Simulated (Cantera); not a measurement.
Cantera run:

```python
import numpy as np
import cantera as ct

gas_names = """
    B BH BH2 BH3 BN BO BO2 B2 B2O B2O2 B2O3 B3O3H3 H HBO HBO2 HNO HNO2 HNO3 HO2 H2 H2O H2O2 H3B3O6 N NH
    NH2 NH3 NH2OH NO NO2 NO3 N2 N2H2 N2H4 N2O O OH O2 O3
""".split()
cond_names = """
    B(b) B(L) BN(s) B2O3(L) B3O3H3(cr) H2O(s) H2O(L)
""".split()


def load(file, names, dense=False):
    # The tables refer to 1 bar. Condensed volumes are neglected.
    table = {s.name: s for s in ct.Species.list_from_file(file)}
    out = []
    for n in names:
        d = dict(table[n].input_data)
        d["thermo"] = dict(d["thermo"], **{"reference-pressure": 1e5})
        if dense:
            d["equation-of-state"] = {"model": "constant-volume", "density": "1e6 g/cm^3"}
        out.append(ct.Species.from_dict(d))
    return out


gas = ct.Solution(thermo="ideal-gas", species=load("nasa_gas.yaml", gas_names))
cond = {s.name: ct.Solution(thermo="fixed-stoichiometry", species=[s], name=s.name)
        for s in load("nasa_condensed.yaml", cond_names, dense=True)}
atoms = {
    'B': {'B': 1},
    'H2O': {'H': 2, 'O': 1},
    'N2': {'N': 2},
}
top_T = {'BN(s)': 3200}  # K; cautious upper limits of use, not melting points


def equilibrate(T, P, feed):
    n = {}
    for name, mol in feed.items():
        for a, k in atoms[name].items():
            n[a] = n.get(a, 0.0) + k * mol
    gas.TPX = T, P, n
    mass = sum(n.values()) * gas.mean_molecular_weight
    gas.equilibrate("TP")
    valid = [c for c in cond.values() if c.min_temp <= T <= top_T.get(c.name, c.max_temp)]
    mix = ct.Mixture([(gas, mass / gas.mean_molecular_weight)] + [(c, 0.0) for c in valid])
    mix.T, mix.P = T, P
    mix.equilibrate("TP", solver="vcs", rtol=1e-11, max_steps=5000)
    return mix


results = []
feed = {'B': 1, 'H2O': 5.3, 'N2': 190}  # mol
P = 250  # Pa
for T in [1073, 1173, 1273, 1373, 1473, 1573, 1673, 1773, 1873]:
    mix = equilibrate(T, P, feed)
    results.append((T, P, feed, dict(zip(mix.species_names, mix.species_moles))))

top = {s: max(r[3][s] / sum(r[3][g] for g in gas_names) for r in results) for s in gas_names}
cols = sorted((s for s in top if top[s] > 1e-05), key=lambda s: -top[s])[:5]
seen = [c for c in cond_names if any(r[3].get(c, 0) > 1e-12 for r in results)]
print("log10 of partial pressures in bar; condensed amounts in mol")
print(f"{'T/K':>10s}" + "".join(f"{s[:9]:>10s}" for s in cols + seen))
for T, P, feed, n in results:
    ng = sum(n[g] for g in gas_names)
    print(f"{T:10.4g}" + "".join(f"{np.log10(max(n[s] / ng * P / 1e5, 1e-99)):10.3f}" for s in cols)
          + "".join(f"{n.get(c, 0):10.4g}" for c in seen))
```

Result:

```
log10 of partial pressures in bar; condensed amounts in mol
       T/K        N2       H2O        H2      HBO2         H   B2O3(L)
      1073    -2.614    -4.317    -4.717    -6.123   -10.212    0.4698
      1173    -2.614    -4.331    -4.717    -5.417    -9.287    0.3494
      1273    -2.615    -4.375    -4.718    -4.899    -8.506         0
      1373    -2.615    -4.374    -4.718    -4.900    -7.837         0
      1473    -2.615    -4.374    -4.718    -4.903    -7.257         0
      1573    -2.615    -4.374    -4.720    -4.906    -6.751         0
      1673    -2.615    -4.374    -4.723    -4.909    -6.305         0
      1773    -2.615    -4.375    -4.728    -4.914    -5.910         0
      1873    -2.615    -4.380    -4.736    -4.923    -5.558         0
```

Cantera equilibrium calculation (NASA polynomials, part measured and part estimated; ideal gas, pure solids and liquids).
